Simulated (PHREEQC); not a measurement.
0.55 g of hydrous ferric oxide (600 m²/g; 0.2 weak and 0.005 strong sites per Fe, Dzombak-Morel constants, diffuse double layer) in 1 kg of water with 0.05 mol/kgw of an inert sodium salt and 2.2e-06 mol/kgw NaH2PO4 and 2.9e-05 mol/kgw CuCl2, at 25 °C; the pH is set by adding NaOH or the inert anion's acid. O2 is buffered at 0.21 atm. No CO2 enters from the air. No solid was allowed to form.

The series has 17 steps of pH, from 4 to 10.

The numbers come from PHREEQC with the ion-association model, wateq4f.dat.

Q: Near which pH is half of the P sorbed, and on which side is more sorbed?

A: Near pH 9.4, with more sorbed at lower pH.

Q: Near which pH is half of the Cu sorbed, and on which side is more sorbed?

A: Near pH 4.8, with more sorbed at higher pH.

H3PO4, which wateq4f.dat lacks, is added to it with the constant of phreeqc.dat. The database has no phosphate complexes of Cu. The database's constant for dissolved Cu(OH)2 is higher than later reviews accept.
